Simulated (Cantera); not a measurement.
Input: 1 mol SiO2, 0.69 mol CO, 19 mol H2, held at 1000 Pa.

Equilibrium computed with Cantera from the NASA thermochemical tables; the gas is ideal and each condensed phase is pure. Candidate condensed phases: C, C6H6, C7H8, C8H18, H2O, Si, SiC, SiO2; 123 gas species. The tables hold silica as quartz up to 1696 K and as liquid above; real silica turns to tridymite and cristobalite and melts near 1996 K. Equilibrium is a limit: real reactors are often held back by kinetics, nucleation or transport. All values below are at 1725 K.

Base state: H2 0.950, CO 0.0347, SiO 0.00675, H2O 0.00668, H 0.00181, CO2 6.94e-5 (mole fractions); condensed: SiO2(condensed).

Task: What changes in the equilibrium state with this change: SiO2 replaced by Cu2O?

Result: 
| species | before | after |
|---|---|---|
| H2 | 0.950 | 0.893 |
| H2O | 0.00668 | 0.0491 |
| CO | 0.0347 | 0.0337 |
| Cu | 0 | 0.0219 |
| SiO | 0.00675 | 0 |
| Cu2 | 0 | 2.99e-5 |
| CO2 | 6.94e-5 | 0.000527 |
| H | 0.00181 | 0.00176 |
| SiO2(condensed), mol | 0.866 | 0 |
| Cu(l), mol | 0 | 1.56 |
Further candidate phases: Cu, CuO, Cu(OH)2, Cu2O.
